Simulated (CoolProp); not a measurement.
A Linde-Hampson liquefier for CF4 (R14): isothermal reversible compression at 290 K from 1 atm to 10 MPa, throttling to 1 atm, return gas leaving the recuperator 10 K below the feed. Each further row changes one setting.

Values from CoolProp's reference Helmholtz-energy equation of state, Platzer 1990. This equation is an older, rougher fit; its heat capacities, sound speeds and derivatives of the liquid may be far off and weren't checked against measurements.

```
case                        liquid yield per pass  compression work (kJ/kg of gas)
--------------------------  ---------------------  -------------------------------
as stated                                       ?                              115
high pressure 20 MPa                            ?                                ?
warm-end temperature 320 K                      ?                                ?
warm-end gap 15 K                               ?                              115
```

Task: What belongs in the gaps?

Result: 
- as stated, liquid yield per pass: 0.187
- high pressure 20 MPa, liquid yield per pass: 0.279
- high pressure 20 MPa, compression work (kJ/kg of gas): 128
- warm-end temperature 320 K, liquid yield per pass: 0.118
- warm-end temperature 320 K, compression work (kJ/kg of gas): 131
- warm-end gap 15 K, liquid yield per pass: 0.174
